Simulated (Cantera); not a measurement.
**Adiabatic ignition**

An adiabatic, constant-pressure homogeneous reactor starts with 2.80 % CO, 1.43 % H2, 3.64 % CH4, 18.4 % O2, 69.2 % N2, 4.48 % H2O, equivalence ratio 0.51, at 1300 K and 130000 Pa.

Computed with Cantera and GRI-Mech 3.0 (53 species, 325 reactions).

```tsv
t (s)	T (K)	x CO	x H2	x CH4	x CH2	x HCO
6.00e-6	1300	0.0280	0.0143	0.0364	<1e-12	<1e-12
1.23e-5	1300	0.0280	0.0143	0.0364	<1e-12	<1e-12
2.54e-5	1300	0.0280	0.0143	0.0364	<1e-12	<1e-12
5.22e-5	1300	0.0280	0.0143	0.0364	<1e-12	<1e-12
0.000107	1300	0.0280	0.0143	0.0364	1.41e-12	1.97e-12
0.000221	1300	0.0280	0.0143	0.0364	1.07e-10	6.60e-11
0.000455	1306	0.0280	0.0140	0.0353	1.13e-8	2.96e-8
0.000935	2203	0.00747	0.00271	<1e-12	<1e-12	2.46e-9
0.00192	2303	0.00220	0.000805	<1e-12	<1e-12	1.37e-10
0.00396	2302	0.00219	0.000801	<1e-12	<1e-12	1.36e-10
0.00814	2302	0.00218	0.000799	<1e-12	<1e-12	1.35e-10
0.0168	2300	0.00216	0.000794	<1e-12	<1e-12	1.33e-10
0.0345	2297	0.00214	0.000785	<1e-12	<1e-12	1.29e-10
0.0709	2293	0.00210	0.000772	<1e-12	<1e-12	1.24e-10
0.146	2289	0.00206	0.000759	<1e-12	<1e-12	1.18e-10
0.300	2287	0.00204	0.000752	<1e-12	<1e-12	1.16e-10
```
x: mole fraction; the columns are a selection and need not sum to one.

```yaml
time_of_steepest_temperature_rise: 0.796 ms
temperature at 0.300 s: 2287 K
equilibrium_temperature: 2287 K
x(CO) at 0.300 s: 0.00204 (gas-phase equilibrium 0.00203)
x(H2) at 0.300 s: 0.000752 (gas-phase equilibrium 0.000751)
x(CH4) at 0.300 s: <1e-12 (gas-phase equilibrium <1e-12)
```
